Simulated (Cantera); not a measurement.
Charge: 1 mol Mg(OH)2, 0.77 mol CO2, 8.6 mol O2, equilibrated at 1900 K and 1330 Pa.

These are equilibrium values from Cantera (NASA tables, ideal gas, pure condensed phases), not measurements of a reactor. The numbers say what is thermodynamically allowed, not how fast it happens.

```csv
species,before,after
O2,0.825,0.380
H2O,0.0936,0.342
CO2,0.0737,0.265
H2,0.000116,0.000626
CO,0.000385,0.00204
H,7.41e-5,0.000172
OH,0.00490,0.00772
O,0.00235,0.00159
"MgO(s), mol",1.000,1.000
```
Gas species are given as mole fractions.

**Question.** Name the change that produced these shifts.
A. temperature from 1900 K to 1448 K
B. O2 from 8.6 to 0.066 mol
C. O2 from 8.6 to 1.1 mol
D. temperature from 1900 K to 1700 K

**Answer.** C, O2 from 8.6 to 1.1 mol
